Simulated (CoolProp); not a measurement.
Vapour-liquid equilibrium of n-butane (1) + R113 (2) at 24.1 kPa; x and y are mole fractions of (1).

Values from CoolProp's multi-fluid Helmholtz-energy mixture model, Bücker 2006 and Marx 1992; pair parameters Bell 2016.

```tsv
x	bubble temperature (K)	y at the bubble point	dew temperature at overall composition x (K)	liquid density (mol/L)
0.05	276.1	0.315	282.3	8.687
0.15	265.9	0.625	280.1	8.959
0.25	259.2	0.764	277.7	9.197
0.35	254.6	0.838	275.1	9.420
0.45	251.2	0.883	272.2	9.636
0.55	248.5	0.915	268.8	9.853
0.65	246.3	0.939	264.8	10.07
0.75	244.3	0.958	260.0	10.30
0.85	242.5	0.975	253.7	10.54
0.95	240.8	0.992	245.1	10.79
```

No azeotrope shows between x = 0.05 and 0.95.

The pair parameters rest on a limited set of measurements; away from them the model extrapolates.
